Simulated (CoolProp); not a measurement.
Octamethyltrisiloxane (MDM) along the isotherm 575 K: Z from the reference equation and from simpler models built on Tc = 565.4 K, pc = 14.38 bar, ω = 0.528; each cubic takes its own stable root.

Computed with CoolProp (reference Helmholtz-energy equation of state, Thol 2017).

```tsv
p (bar)	phase	reference	Redlich-Kwong	Soave-Redlich-Kwong
2.4	gas	0.9456	0.9439	?
4.79	gas	0.8860	0.8834	0.8857
7.19	gas	0.8186	0.8165	0.8204
9.58	gas	0.7409	?	0.7469
12	gas	0.6445	0.6472	0.6582
14.4	supercritical	0.5125	?	0.5394
16.8	supercritical	0.2787	0.2961	0.3354
19.2	supercritical	0.2496	0.2901	0.3051
21.6	supercritical	?	0.3029	0.3135
24	supercritical	0.2777	0.3199	0.3287
26.4	supercritical	0.2962	0.3386	0.3464
28.8	supercritical	0.3154	0.3580	0.3652
31.1	supercritical	0.3342	0.3770	0.3837
33.5	supercritical	?	0.3969	0.4033
35.9	supercritical	0.3737	0.4168	0.4230
```

Task: Complete the blanks.

Result: 
- 2.4, Soave-Redlich-Kwong: 0.9449
- 9.58, Redlich-Kwong: 0.7405
- 14.4, Redlich-Kwong: 0.5145
- 21.6, reference: 0.2610
- 33.5, reference: 0.3539
